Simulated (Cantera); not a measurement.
Charge: 1 mol SiH4, 6.2 mol O3, held at 11.0 Pa.

Cantera equilibrium calculation (NASA polynomials, part measured and part estimated; ideal gas, pure solids and liquids). Candidate condensed phases: H2O, Si, SiO2; 18 gas species. The tables hold silica as quartz up to 1696 K and as liquid above; real silica turns to tridymite and cristobalite and melts near 1996 K. Kinetics and transport are ignored.

x: gas mole fraction; n: condensed amount in mol.

| T (K) | x O2 | x H2O | x OH | x O | n SiO2(α-quartz) | n SiO2(β-quartz) |
|---|---|---|---|---|---|---|
| 650 | 0.785 | 0.215 | 6.30e-11 | <1e-12 | 1.00 | 0 |
| 725 | 0.785 | 0.215 | 1.40e-9 | <1e-12 | 1.00 | 0 |
| 800 | 0.785 | 0.215 | 1.74e-8 | 6.74e-12 | 1.00 | 0 |
| 875 | 0.785 | 0.215 | 1.41e-7 | 1.74e-10 | 0 | 1.00 |
| 950 | 0.785 | 0.215 | [?] | [?] | 0 | 1.00 |
| 1025 | 0.785 | 0.215 | 3.69e-6 | 2.79e-8 | 0 | 1.00 |
| 1100 | 0.785 | 0.215 | 1.35e-5 | 2.11e-7 | 0 | 1.00 |
| 1175 | 0.785 | 0.215 | 4.21e-5 | 1.23e-6 | 0 | 1.00 |
| 1250 | 0.785 | 0.215 | [?] | [?] | 0 | 1.00 |
| 1325 | 0.785 | 0.215 | 0.000278 | 2.33e-5 | 0 | 1.00 |
| 1400 | 0.785 | 0.215 | 0.000612 | 7.99e-5 | 0 | 1.00 |
| 1475 | 0.784 | 0.214 | 0.00125 | 0.000242 | 0 | 1.00 |
| 1550 | 0.783 | 0.214 | 0.00236 | 0.000660 | 0 | 1.000 |
| 1625 | 0.782 | 0.212 | 0.00422 | 0.00164 | 0 | 1.000 |

What belongs in the gaps?


- 1250, x OH: 0.000114
- 1250, x O: 5.85e-6
- 950, x OH: 8.18e-7
- 950, x O: 2.68e-9
